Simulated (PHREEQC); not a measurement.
Spent oxide etchant: an equilibrium model

A solution holds 8.8 mmol/kgw NH4HF2, 150 mmol/kgw H2SiF6, 0.24 mmol/kgw H3BO3 and 42 mmol/kgw H2SO4, at 20 °C. Closed to the air; pH follows from the charge balance.

Equilibrium calculation in PHREEQC: ion-association model, phreeqc.dat.

* **pH**: 0.59
* **ionic strength**: 0.503 mol/kgw
* **activity of water**: 0.991
* **density**: 1.016 g/cm³
* **total alkalinity**: -993 meq/kg

| species | molality | activity | log γ |
|---|---|---|---|
| H+ | 0.339 | 0.260 | -0.116 |
| SiF6-2 | 0.150 | 0.0325 | -0.664 |
| HSO4- | 0.0362 | 0.0266 | -0.134 |
| HF | 0.0172 | 0.0193 | 0.050 |
| NH4+ | 0.00869 | 0.00516 | -0.227 |
| SO4-2 | 0.00567 | 0.00117 | -0.684 |
| BF4- | 0.000231 | 0.000170 | -0.134 |
| NH4SO4- | 0.000106 | 7.80e-5 | -0.134 |
| H4SiO4 | 0.000101 | 0.000113 | 0.050 |
| F- | 8.54e-5 | 5.41e-5 | -0.198 |
| HF2- | 5.22e-6 | 3.84e-6 | -0.134 |
| H3BO3 | 4.87e-6 | 5.46e-6 | 0.050 |
| BF3OH- | 3.97e-6 | 2.92e-6 | -0.134 |
| BF2(OH)2- | 2.32e-7 | 1.71e-7 | -0.134 |

Precipitation was switched off in this run. Saturation is exceeded, for instance for Quartz (slow to form); the values hold only as long as no solid forms. SiF6-2 is the database's only silicon fluoride. Real BF4- forms and hydrolyses slowly; the run takes it at equilibrium.
